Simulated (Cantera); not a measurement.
Input: 1 mol Si, 0.11 mol O2, 310 mol H2, at 1525 K.

Cantera equilibrium calculation (NASA polynomials, part measured and part estimated; ideal gas, pure solids and liquids). Candidate condensed phases: H2O, Si, SiO2; 18 gas species. Mutual solubility and eutectic melting of coexisting phases are not modelled. The tables hold silica as quartz up to 1696 K and as liquid above; real silica turns to tridymite and cristobalite and melts near 1996 K. Gases not in the tables: Si2H6 and higher silanes. Rates play no part.

x: gas mole fraction; n: condensed amount in mol.

```csv
P (Pa),x H2,x H,x Si,x SiO,x SiH,x SiH4,n Si(s),n SiO2(β-quartz)
0.100,0.973,0.0233,0.00247,0.000699,___,<1e-12,0,0
1,0.990,0.00744,0.00189,0.000705,___,1.04e-11,0.183,0
10,0.997,0.00236,0.000189,0.000708,___,1.05e-10,0.719,0
100,0.999,0.000748,1.89e-5,0.000709,___,1.05e-9,0.773,0
1000,0.999,0.000236,1.89e-6,0.000709,___,1.06e-8,0.779,0
10000,0.999,7.48e-5,1.89e-7,0.000709,___,1.06e-7,0.779,0
100000,0.999,2.36e-5,1.89e-8,0.000705,___,1.06e-6,0.780,0
1000000,1.000,7.48e-6,1.89e-9,8.11e-5,___,1.06e-5,0.874,0.0968
```

**Question.** Some entries are withheld; supply them.

**Answer.** 
- 0.100, x SiH: 7.07e-6
- 1, x SiH: 1.72e-5
- 10, x SiH: 5.46e-6
- 100, x SiH: 1.73e-6
- 1000, x SiH: 5.47e-7
- 10000, x SiH: 1.73e-7
- 100000, x SiH: 5.47e-8
- 1000000, x SiH: 1.73e-8
